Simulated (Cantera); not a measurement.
An adiabatic, constant-pressure homogeneous reactor starts with H2 : O2 : N2 = 1 : 0.694 : 2.61 (molar parts), at 1600 K and 1.00 bar. Integrator tolerance rtol = 1e-08.

Model: the H2/O2 subset of GRI-Mech 3.0, which has no nitrogen chemistry, integrated in Cantera.

**Question.** What does this change do: initial temperature 1600 to 1425 K?

**Answer.** 
```tsv
quantity	before	after
time of steepest temperature rise	9.91 µs	17.2 µs
temperature at 0.400 s	2785 K	2716 K
equilibrium temperature	2785 K	2716 K
x(H2) at 0.400 s	0.0200 (gas-phase equilibrium 0.0200)	0.0159 (gas-phase equilibrium 0.0159)
x(O2) at 0.400 s	0.0483 (gas-phase equilibrium 0.0483)	0.0483 (gas-phase equilibrium 0.0483)
x(O) at 0.400 s	0.0113 (gas-phase equilibrium 0.0113)	0.00853 (gas-phase equilibrium 0.00853)
x(HO2) at 0.400 s	1.35e-5 (gas-phase equilibrium 1.35e-5)	1.19e-5 (gas-phase equilibrium 1.19e-5)
x(H2O2) at 0.400 s	5.72e-7 (gas-phase equilibrium 5.72e-7)	5.29e-7 (gas-phase equilibrium 5.29e-7)
```

**Question.** What does this change do: O2 0.694 to 0.31 parts?

**Answer.** 
| quantity | before | after |
|---|---|---|
| time of steepest temperature rise | 9.91 µs | 16.0 µs |
| temperature at 0.400 s | 2785 K | 2597 K |
| equilibrium temperature | 2785 K | 2597 K |
| x(H2) at 0.400 s | 0.0200 (gas-phase equilibrium 0.0200) | 0.101 (gas-phase equilibrium 0.101) |
| x(O2) at 0.400 s | 0.0483 (gas-phase equilibrium 0.0483) | 0.000235 (gas-phase equilibrium 0.000235) |
| x(O) at 0.400 s | 0.0113 (gas-phase equilibrium 0.0113) | 0.000355 (gas-phase equilibrium 0.000355) |
| x(HO2) at 0.400 s | 1.35e-5 (gas-phase equilibrium 1.35e-5) | 1.43e-7 (gas-phase equilibrium 1.43e-7) |
| x(H2O2) at 0.400 s | 5.72e-7 (gas-phase equilibrium 5.72e-7) | 2.18e-8 (gas-phase equilibrium 2.18e-8) |

**Question.** What does this change do: constant volume in place of constant pressure?

**Answer.** 
| quantity | before | after |
|---|---|---|
| time of steepest temperature rise | 9.91 µs | 9.84 µs |
| temperature at 0.400 s | 2785 K | 2920 K |
| equilibrium temperature | 2785 K | 2920 K |
| x(H2) at 0.400 s | 0.0200 (gas-phase equilibrium 0.0200) | 0.0243 (gas-phase equilibrium 0.0243) |
| x(O2) at 0.400 s | 0.0483 (gas-phase equilibrium 0.0483) | 0.0479 (gas-phase equilibrium 0.0479) |
| x(O) at 0.400 s | 0.0113 (gas-phase equilibrium 0.0113) | 0.0145 (gas-phase equilibrium 0.0145) |
| x(HO2) at 0.400 s | 1.35e-5 (gas-phase equilibrium 1.35e-5) | 1.95e-5 (gas-phase equilibrium 1.95e-5) |
| x(H2O2) at 0.400 s | 5.72e-7 (gas-phase equilibrium 5.72e-7) | 8.75e-7 (gas-phase equilibrium 8.75e-7) |
